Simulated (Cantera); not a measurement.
Mixture: CO : H₂ : O₂ : N₂ = 1 : 0.056 : 1.29 : 4.84 (molar parts), equivalence ratio 0.41, at 100000 Pa, adiabatic and at constant volume. Ignition delay is the time to a rise of 400 K.

Computed with Cantera and GRI-Mech 3.0 (53 species, 325 reactions). Where the delays flatten at high temperature, the 400 K rule measures the pace of heat release, not the induction time.

### Question
What does this change do: O2 1.29 to 0.73 parts?

### Answer
```json
[
 {"quantity": "delay at 1025 K", "before": "0.917 ms", "after": "0.984 ms"},
 {"quantity": "delay at 1225 K", "before": "0.234 ms", "after": "0.261 ms"},
 {"quantity": "delay at 1425 K", "before": "0.162 ms", "after": "0.182 ms"},
 {"quantity": "delay at 1625 K", "before": "0.153 ms", "after": "0.181 ms"},
 {"quantity": "delay at 1825 K", "before": "0.175 ms", "after": "0.214 ms"}
]
```
